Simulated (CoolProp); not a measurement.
500 sccm (0 °C, 1 atm) of nitrogen bubbles through liquid 1,2-dichloroethane at 300.4 K and leaves saturated at a total pressure of 0.15 MPa (ideal gas phase). Each further row changes one setting.

Computed with CoolProp (reference Helmholtz-energy equation of state, Thol 2015).

| case | vapour pressure (kPa) | mole fraction of vapour | delivery (mg/min) | delivery (sccm) | change of delivery for a bath 1 K warmer (%) |
|---|---|---|---|---|---|
| as stated | 11.7 | 0.0780 | 187 | 42.3 | 5.2 |
| bath temperature 305.4 K | 14.7 | 0.0981 | 240 | 54.4 | 5.1 |
| total pressure 0.3 MPa | 11.7 | 0.0390 | 89.6 | 20.3 | 5.0 |
